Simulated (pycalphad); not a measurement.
Computed with pycalphad from the COST 507 light-alloy database (1999), at 1 atm. The data set is of 1999 and partly superseded.

Molar enthalpy of Al-1.217Si-1.743Fe (wt.%) in equilibrium (SER reference):

| T (K) | H (kJ/mol) | phases |
|---|---|---|
| 1850 | 57.49 | LIQUID |
| 1770 | 54.94 | LIQUID |
| 1690 | 52.40 | LIQUID |
| 1610 | 49.86 | LIQUID |
| 1530 | 47.32 | LIQUID |
| 1450 | 44.78 | LIQUID |
| 1370 | 42.24 | LIQUID |
| 1290 | 39.70 | LIQUID |
| 1210 | 37.16 | LIQUID |
| 1130 | 34.62 | LIQUID |
| 1050 | 32.09 | LIQUID |
| 970 | 29.55 | LIQUID |
| 930 | 28.28 | LIQUID |
| 890 | 15.89 | FCC_A1 + ALFESI_BETA + ALFESI_ALPHA |
| 850 | 14.53 | FCC_A1 + ALFESI_BETA + ALFESI_ALPHA |
| 810 | 13.24 | FCC_A1 + ALFESI_BETA |
| 730 | 10.81 | FCC_A1 + ALFESI_BETA |
| 650 | 8.41 | FCC_A1 + ALFESI_BETA + DIAMOND_A4 |
| 570 | 6.09 | FCC_A1 + ALFESI_BETA + DIAMOND_A4 |

Cooling from 930 K to 890 K, across the freezing range, releases 12.4 kJ/mol, or 455 J/g. The slope is 32 J/(mol K) in the liquid and 34 J/(mol K) just below the solidus, where it includes any heat of precipitation. Liquidus 921 K, solidus 894 K. Changes were sought between steps of 40 K, so a narrower field can be missed.

Database names, with the compositions (at.%) that they take in these runs: ALFESI_BETA: Al 70 Si 15 Fe 15; ALFESI_ALPHA: Al 73 Fe 19 Si 8. FCC_A1 is fcc; DIAMOND_A4 is diamond (Si).
